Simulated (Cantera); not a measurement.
Input: 1 mol c-C4F8, 0.4 mol HCl, held at 1300 Pa.

Method: chemical equilibrium by Gibbs-energy minimisation in Cantera with the NASA 1993 tables (ideal gas, pure condensed phases). Candidate condensed phases: C, C6H6, C7H8, C8H18; 118 gas species. The feed counts by its element totals alone. Gases not in the tables: C2F6 and larger saturated fluorocarbons. Kinetics and transport are ignored.

x: gas mole fraction; n: condensed amount in mol.

| T (K) | x CF4 | x HF | x Cl | x HCl | x Cl2 | x CClF3 | n C(graphite) |
|---|---|---|---|---|---|---|---|
| 900 | 0.792 | 0.0774 | 0.000119 | 0.0864 | 0.0334 | 0.0101 | 2.04 |
| 1000 | 0.782 | 0.0999 | 0.000716 | 0.0630 | 0.0441 | 0.0105 | 2.05 |
| 1100 | 0.773 | 0.117 | 0.00302 | 0.0448 | 0.0516 | 0.0105 | 2.07 |
| 1200 | 0.764 | 0.129 | 0.00969 | 0.0315 | 0.0546 | 0.0102 | 2.07 |
| 1300 | 0.755 | 0.138 | 0.0247 | 0.0218 | 0.0516 | 0.00939 | 2.08 |
| 1400 | 0.742 | 0.142 | ___ | ___ | ___ | ___ | 2.09 |
| 1500 | 0.728 | 0.145 | ___ | ___ | ___ | ___ | 2.09 |
| 1600 | 0.715 | 0.146 | 0.114 | 0.00494 | 0.0140 | 0.00427 | 2.09 |

**Question.** Some entries are withheld; supply them.

**Answer.** 
- 1500, x Cl: 0.0844
- 1500, x HCl: 0.00881
- 1500, x Cl2: 0.0271
- 1500, x CClF3: 0.00620
- 1400, x Cl: 0.0509
- 1400, x HCl: 0.0144
- 1400, x Cl2: 0.0417
- 1400, x CClF3: 0.00804
